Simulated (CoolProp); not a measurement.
Vapour-liquid equilibrium of ethylene (1) + propane (2) at -58.65 °C; x and y are mole fractions of (1).

The numbers come from the multi-fluid Helmholtz-energy mixture model, Smukala 2000 and Lemmon 2009; pair parameters Bell 2016 in CoolProp.

Problem. Give the bubble pressure and the first vapour's composition at x = 0.425, 0.5, 0.725. Is there an azeotrope?

Solution. x = 0.425: 374.1 kPa, y = 0.917; x = 0.5: 427.6 kPa, y = 0.935; x = 0.725: 584.1 kPa, y = 0.969. No azeotrope shows between x = 0.05 and 0.95.

Pair parameters are fitted to limited data, so mixtures are less certain than the pure fluids. The gap from Raoult's law changes sign with composition, which may be real or a fault of the pair parameters; it wasn't checked against measurements.
